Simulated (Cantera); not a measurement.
Input: 1 mol Si2H6, 0.12 mol H2O, 2.2 mol N2, held at 1330 Pa.

Equilibrium computed with Cantera from the NASA thermochemical tables; the gas is ideal and each condensed phase is pure. Candidate condensed phases: H2O, Si, SiO2, Si2N2O, Si3N4; 35 gas species. The feed counts by its element totals alone. Mutual solubility and eutectic melting of coexisting phases are not modelled. Rates play no part. All values below are at 1227 °C.

Base state: H2 0.775, N2 0.225, H 0.000134, SiO 1.63e-5 (mole fractions); condensed: Si2N2O(s) + Si3N4(s).

What changes in the equilibrium state with this change: Si2H6 replaced by TEOS?


```tsv
species	before	after
H2	0.775	0.655
CO	0	0.234
N2	0.225	0.110
SiO	1.63e-5	0.000363
HCN	0	0.000284
CH4	0	1.47e-5
Si2N2O(s), mol	0.120	0.497
Si3N4(s), mol	0.587	0
C(graphite), mol	0	4.38
```
Further candidate phases: C, C6H6, C7H8, C8H18, SiC.
